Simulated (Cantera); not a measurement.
Charge: 1 mol PbO, 2 mol O2, 27 mol N2, held at 9.10 bar.

Equilibrium computed with Cantera from the NASA thermochemical tables; the gas is ideal and each condensed phase is pure. Candidate condensed phases: Pb, PbO, PbO2, Pb3O4; 12 gas species. Gases not in the tables: (PbO)n polymers. Equilibrium is a limit: real reactors are often held back by kinetics, nucleation or transport.

Question: At 975 °C, list the 4 most abundant gas species with their mole fractions, and the condensed phases.

Answer: N2 0.931, O2 0.0689, NO 0.000173, PbO 1.93e-5. Condensed: PbO(l).
